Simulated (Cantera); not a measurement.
Feed: 1 mol SiCl4, 2.7 mol H2, at 477 °C and 0.100 bar.

Equilibrium computed with Cantera from the NASA thermochemical tables; the gas is ideal and each condensed phase is pure. Candidate condensed phases: Si; 19 gas species. The numbers say what is thermodynamically allowed, not how fast it happens.

Base state: H2 0.720, SiCl4 0.261, HCl 0.00925, SiHCl3 0.00920, SiH2Cl2 2.38e-5 (mole fractions); condensed: gas only.

Problem. What changes in the equilibrium state with this change: temperature from 477 °C to 727 °C?

Solution. 
```tsv
species	before	after
H2	0.720	0.694
SiCl4	0.261	0.235
HCl	0.00925	0.0359
SiHCl3	0.00920	0.0320
SiCl2	4.62e-8	0.000459
SiCl3	8.09e-6	0.00211
SiH2Cl2	2.38e-5	0.000469
```
The tables' values for SiCl3 are old estimates; treat these amounts as uncertain.

Problem. What changes in the equilibrium state with this change: 0.12 mol H2O added?

Solution. 
| species | before | after |
|---|---|---|
| H2 | 0.720 | 0.695 |
| SiCl4 | 0.261 | 0.241 |
| HCl | 0.00925 | 0.0631 |
| SiH2Cl2 | 2.38e-5 | 4.40e-7 |
| SiHCl3 | 0.00920 | 0.00120 |
| SiO2(α-quartz), mol | 0 | 0.0600 |
Further candidate phases: H2O, SiO2.
